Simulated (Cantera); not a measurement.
Feed: 1 mol SiH4, 0.21 mol NH3, held at 7.50 Pa.

Equilibrium computed with Cantera from the NASA thermochemical tables; the gas is ideal and each condensed phase is pure. Candidate condensed phases: Si, Si3N4; 18 gas species. The numbers say what is thermodynamically allowed, not how fast it happens. All values below are at 1573 K.

Base state: H2 0.951, N2 0.0433, H 0.00458, Si 0.000733, SiH 1.49e-5 (mole fractions); condensed: Si(s).

Question: What changes in the equilibrium state with this change: pressure from 7.50 Pa to 0.860 bar?

Answer: 
```json
[
 {"species": "H2", "before": "0.951", "after": "1.000"},
 {"species": "N2", "before": "0.0433", "after": "0.000217"},
 {"species": "H", "before": "0.00458", "after": "4.38e-5"},
 {"species": "SiH", "before": "1.49e-5", "after": "1.43e-7"},
 {"species": "Si", "before": "0.000733", "after": "6.39e-8"},
 {"species": "Si(s), mol", "before": "0.998", "after": "0.843"},
 {"species": "Si3N4(s), mol", "before": "0", "after": "0.0522"}
]
```
Mutual solubility and eutectic melting of coexisting phases are not modelled.
